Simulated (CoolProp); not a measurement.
R134a at 443.08 K and 2.06 MPa flows at 10 m/s in a round tube of 25 mm bore and 1.5 µm roughness, fully developed (64/Re and Nu = 3.66 if laminar; Colebrook and Gnielinski if turbulent). Each further row changes one setting.

Values from CoolProp's reference Helmholtz-energy equation of state, Tillner-Roth 1994.

| case | Reynolds number | Darcy friction factor | pressure drop (Pa/m) | heat-transfer coefficient (W/(m² K)) | mass flow (kg/h) |
|---|---|---|---|---|---|
| as stated | 875000 | 0.0130 | 1650 | 1280 | 1120 |
| velocity 20 m/s | 1750000 | 0.0122 | 6170 | 2380 | 2240 |
| diameter 50 mm | 1750000 | 0.0115 | 728 | 1120 | 4480 |

Viscosity comes from a separate model (Huber 2003), an estimate that may be off by 10 % or more. Thermal conductivity comes from a separate model (McLinden 2000), an estimate that may be off by 10 % or more.
